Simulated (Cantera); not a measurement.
A perfectly stirred reactor is fed with CH₄ : H₂ : O₂ : N₂ : H₂O = 1 : 0.41 : 2.76 : 12.7 : 5 (molar parts), equivalence ratio 0.80, at 4.60 bar; it is adiabatic with a 425 K inlet, and is followed from long to short residence time, starting on the burning branch (τ in s: 0.35, 0.11, 0.035, 0.011, 0.0036, 0.0011, 0.00036, 0.00011, 3.6e-05, 1.2e-05).

Cantera simulation using GRI-Mech 3.0 (53 species, 325 reactions); the numbers are that mechanism's predictions, not measurements.

### Question
Predict: blow-out, bracketed by the residence times tried; x(CH₄) at τ = 0.350 s; x(H₂) at τ = 0.350 s; x(O₂) at τ = 0.350 s; x(HCO) at τ = 0.350 s; x(CH₂O) at τ = 0.350 s; x(CH₄) at τ = 1.10 ms; x(H₂) at τ = 1.10 ms; x(O₂) at τ = 1.10 ms.

### Answer
```json
{
 "blow_out_bracketed_by_the_residence_times_tried": "burning at 3.60 ms, out at 1.10 ms",
 "x(CH₄) at τ = 0.350 s": "9.05e-6",
 "x(H₂) at τ = 0.350 s": "3.73e-5",
 "x(O₂) at τ = 0.350 s": "0.0256",
 "x(HCO) at τ = 0.350 s": "1.22e-9",
 "x(CH₂O) at τ = 0.350 s": "6.48e-7",
 "x(CH₄) at τ = 1.10 ms": "0.0457",
 "x(H₂) at τ = 1.10 ms": "0.0187",
 "x(O₂) at τ = 1.10 ms": "0.126"
}
```
